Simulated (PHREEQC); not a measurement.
Silver or lead bath: speciation

A solution holds 0.00011 mol Ag2SO4, 0.022 mol NaCl and 0.004 mol Na2SO4 per kg of water, at 25 °C. It is in equilibrium with CO2 at log p = -3.4 (atm). Otherwise closed; pH follows from the charge balance.

All values are PHREEQC results (ion-association model, wateq4f.dat), not measurements.

Precipitation was switched off in this run.

Predict the pH.

pH 5.64.

In which forms is Ag present?

AgCl2- 66 %, AgCl 31 %, AgCl3-2 2.1 %, Ag+ 1.1 % of the Ag.

Saturation is exceeded, for instance for Cerargyrite; the values hold only as long as no solid forms.
